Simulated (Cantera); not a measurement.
A closed system holds: 1 mol PbO, 2.7 mol O2, 0.38 mol N2, equilibrated at 100000 Pa.

Method: chemical equilibrium by Gibbs-energy minimisation in Cantera with the NASA 1993 tables (ideal gas, pure condensed phases). Candidate condensed phases: Pb, PbO, PbO2, Pb3O4; 12 gas species. Gases not in the tables: (PbO)n polymers. The numbers say what is thermodynamically allowed, not how fast it happens.

log p: log10 of the partial pressure in bar; n: condensed amount in mol.

| T (K) | log p O2 | log p N2 | log p PbO | log p NO | log p Pb | n Pb3O4(s) | n PbO(red) | n PbO(yellow) | n PbO(l) |
|---|---|---|---|---|---|---|---|---|---|
| 600 | -0.06 | -0.88 | <-12 | [?] | <-12 | 0.333 | 0 | 0 | 0 |
| 700 | -0.06 | -0.91 | <-12 | [?] | <-12 | 0 | 1.00 | 0 | 0 |
| 800 | -0.06 | -0.91 | -10.15 | [?] | <-12 | 0 | 0 | 1.00 | 0 |
| 900 | -0.06 | -0.91 | -8.13 | [?] | <-12 | 0 | 0 | 1.00 | 0 |
| 1000 | -0.06 | -0.91 | -6.52 | [?] | -10.99 | 0 | 0 | 1.000 | 0 |
| 1100 | -0.06 | -0.91 | -5.21 | [?] | -9.08 | 0 | 0 | 1.000 | 0 |
| 1200 | -0.06 | -0.91 | -4.17 | [?] | -7.54 | 0 | 0 | 0 | 1.000 |
| 1300 | -0.06 | -0.91 | -3.35 | [?] | -6.30 | 0 | 0 | 0 | 0.999 |
| 1400 | -0.06 | -0.91 | -2.65 | [?] | -5.24 | 0 | 0 | 0 | 0.993 |
| 1500 | -0.06 | -0.91 | -2.05 | [?] | -4.33 | 0 | 0 | 0 | 0.972 |
| 1600 | -0.07 | -0.92 | -1.54 | [?] | -3.53 | 0 | 0 | 0 | 0.907 |

What belongs in the gaps?


- 600, log p NO: -7.77
- 700, log p NO: -6.64
- 800, log p NO: -5.79
- 900, log p NO: -5.13
- 1000, log p NO: -4.60
- 1100, log p NO: -4.16
- 1200, log p NO: -3.80
- 1300, log p NO: -3.50
- 1400, log p NO: -3.23
- 1500, log p NO: -3.01
- 1600, log p NO: -2.82
